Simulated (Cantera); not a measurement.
A freely propagating, adiabatic, planar premixed flame of 26.3 % H2, 17.3 % O2, 53.7 % N2, 2.63 % H2O, equivalence ratio 0.76, unburnt at 325 K and 100000 Pa; mixture-averaged transport, grid criteria slope 0.08 and curve 0.16, no radiation.

Model: the H2/O2 subset of GRI-Mech 3.0, which has no nitrogen chemistry, integrated in Cantera. Burning velocities carry a grid error of a few per cent, more on coarse grids.

x: mole fraction of selected species; z is measured from the peak of heat release.

```csv
z (mm),T (K),u (m/s),x H2,x O2,x H,x HO2,x H2O2,x H2O
-0.953,325,2.13,0.263,0.173,<1e-8,<1e-8,<1e-8,0.0263
-0.635,325,2.13,0.263,0.173,<1e-8,<1e-8,<1e-8,0.0263
-0.476,325,2.13,0.263,0.173,<1e-8,1.26e-8,<1e-8,0.0263
-0.318,326,2.13,0.262,0.174,<1e-8,3.42e-7,6.67e-8,0.0264
-0.159,354,2.27,0.246,0.177,4.12e-7,7.75e-5,1.47e-5,0.0280
-0.0794,613,3.79,0.201,0.175,0.00105,0.000502,0.000108,0.0515
0,1067,6.40,0.129,0.147,0.0115,0.000187,3.13e-5,0.123
0.0794,1399,8.30,0.0633,0.0995,0.0237,9.30e-5,6.47e-6,0.208
0.159,1587,9.38,0.0334,0.0720,0.0254,5.60e-5,3.36e-6,0.252
0.318,1771,10.4,0.0220,0.0594,0.0185,3.41e-5,1.56e-6,0.275
0.635,1934,11.3,(withheld),0.0549,(withheld),(withheld),(withheld),0.289
1.27,2064,11.9,(withheld),0.0521,(withheld),(withheld),(withheld),0.302
2.54,2153,12.3,0.00612,0.0505,0.00172,6.49e-6,3.30e-7,0.313
```

Question: What belongs in the gaps?

Answer: 
- 0.635, x H2: 0.0168
- 0.635, x H: 0.0102
- 0.635, x HO2: 2.08e-5
- 0.635, x H2O2: 7.95e-7
- 1.27, x H2: 0.0111
- 1.27, x H: 0.00466
- 1.27, x HO2: 1.16e-5
- 1.27, x H2O2: 4.83e-7
